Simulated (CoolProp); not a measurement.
Vapour-liquid equilibrium of CHF3 (R23) (1) + sulfur hexafluoride (2) at 0.55 MPa; x and y are mole fractions of (1).

The numbers come from the multi-fluid Helmholtz-energy mixture model, Penoncello 2003 and Guder 2009; pair parameters Bell 2016 in CoolProp.

Problem. Give the bubble temperature and the first vapour's composition at x = 0.05, 0.55, 0.85. Is there an azeotrope?

Solution. x = 0.05: -32.7 °C, y = 0.202; x = 0.55: -46.9 °C, y = 0.669; x = 0.85: -47.7 °C, y = 0.834. y crosses x between x = 0.75 and 0.85: the model has an azeotrope there.

Pair parameters are fitted to limited data, so mixtures are less certain than the pure fluids.
